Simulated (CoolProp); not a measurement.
CH2F2 (R32) along the isobar 75.9 bar: Z from the reference equation and from simpler models built on Tc = 78.1 °C, pc = 57.83 bar, ω = 0.277; each cubic takes its own stable root.

The numbers come from the reference Helmholtz-energy equation of state, Tillner-Roth 1997 in CoolProp.

```tsv
T (°C)	phase	reference
-111.05	liquid	0.2133
-89.75	liquid	0.1959
-68.45	liquid	0.1828
-47.15	liquid	0.1731
-25.85	liquid	0.1662
-4.55	liquid	0.1618
16.75	liquid	0.1601
38.05	liquid	0.1618
59.35	liquid	0.1697
80.65	supercritical	0.1983
101.95	supercritical	0.4585
```

How far does each simpler model (van der Waals, Soave-Redlich-Kwong, Peng-Robinson) lie from the reference over these 11 states: mean and median of the absolute difference, and the worst?


- van der Waals: mean 78.9 %, median 87.2 %, worst +96.3 % at -111.05 °C and 75.9 bar
- Soave-Redlich-Kwong: mean 29.0 %, median 28.9 %, worst +40.3 % at 80.65 °C and 75.9 bar
- Peng-Robinson: mean 15.3 %, median 14.2 %, worst +27.2 % at 80.65 °C and 75.9 bar
